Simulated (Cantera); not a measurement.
A perfectly stirred reactor is fed with 55.2 % NO, 44.8 % N₂, at 110000 Pa; it is held at 1998 K, and followed from long to short residence time.

Computed with Cantera and GRI-Mech 3.0 (53 species, 325 reactions).

Problem. Predict: x(NO) at τ = 0.410 s; x(NO₂) at τ = 0.410 s; x(O) at τ = 0.410 s; x(N₂) at τ = 0.410 s; x(N₂O) at τ = 0.410 s; x(NO) at τ = 9.20 ms; x(NO₂) at τ = 9.20 ms; x(O) at τ = 9.20 ms; x(N₂) at τ = 9.20 ms; x(N₂O) at τ = 9.20 ms.

Solution. 
- x(NO) at τ = 0.410 s = 0.342
- x(NO₂) at τ = 0.410 s = 0.000445
- x(O) at τ = 0.410 s = 0.000212
- x(N₂) at τ = 0.410 s = 0.552
- x(N₂O) at τ = 0.410 s = 5.25e-5
- x(NO) at τ = 9.20 ms = 0.544
- x(NO₂) at τ = 9.20 ms = 0.000233
- x(O) at τ = 9.20 ms = 7.48e-5
- x(N₂) at τ = 9.20 ms = 0.451
- x(N₂O) at τ = 9.20 ms = 0.000135
